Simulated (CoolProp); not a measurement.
Vapour-liquid equilibrium of propylene (1) + 1-butene (2) at 312.7 K; x and y are mole fractions of (1).

Values from CoolProp's multi-fluid Helmholtz-energy mixture model, Lemmon 2013 and Lemmon 2005; pair parameters Bell 2016.

| x | bubble pressure, mixture model (kPa) | bubble pressure, Raoult's law (kPa) | y, mixture model | y, Raoult's law |
|---|---|---|---|---|
| 0.05 | 503.7 | 510.8 | 0.135 | 0.160 |
| 0.125 | 582.5 | 599.3 | 0.296 | 0.340 |
| 0.2 | 662.7 | 687.8 | 0.421 | 0.474 |
| 0.275 | 744.2 | 776.3 | 0.522 | 0.578 |
| 0.35 | 827.1 | 864.8 | 0.606 | 0.660 |
| 0.425 | 911.6 | 953.3 | 0.676 | 0.727 |
| 0.5 | 997.8 | 1042 | 0.736 | 0.783 |
| 0.575 | 1086 | 1130 | 0.788 | 0.830 |
| 0.65 | 1176 | 1219 | 0.834 | 0.870 |
| 0.725 | 1268 | 1307 | 0.876 | 0.905 |
| 0.8 | 1363 | 1396 | 0.913 | 0.935 |
| 0.875 | 1461 | 1484 | 0.948 | 0.962 |
| 0.95 | 1562 | 1573 | 0.980 | 0.986 |

The largest gap from Raoult's law is -4.4 % in bubble pressure, at x = 0.425. No azeotrope shows between x = 0.05 and 0.95.

The pair parameters rest on a limited set of measurements; away from them the model extrapolates.
